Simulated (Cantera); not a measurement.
Input: 1 mol borazine, 0.17 mol NH₃, 0.14 mol N₂, 2.2 mol O₂, held at 13300 Pa.

Method: chemical equilibrium by Gibbs-energy minimisation in Cantera with the NASA 1993 tables (ideal gas, pure condensed phases). Candidate condensed phases: B, BN, B₂O₃, B₃O₃H₃, H₂O; 39 gas species. The feed counts by its element totals alone. Mutual solubility and eutectic melting of coexisting phases are not modelled. Gases not in the tables: H₃BO₃. Kinetics and transport are ignored.

Task: Which condensed phases are stable at each of these points (T (K)): 800, 1000, 1200, 1400, 1600, 1800, 2000?

Result: 
```csv
T (K),condensed phases,B condensed (%)
800,BN(s) + B₂O₃(l),100.0
1000,BN(s) + B₂O₃(l),100.0
1200,BN(s) + B₂O₃(l),100.0
1400,BN(s) + B₂O₃(l),99.8
1600,BN(s) + B₂O₃(l),98.2
1800,BN(s) + B₂O₃(l),81.6
2000,gas only,0.0
```

From 800 K to 1800 K the condensed part is BN(s) + B₂O₃(l). At 2000 K nothing is condensed.
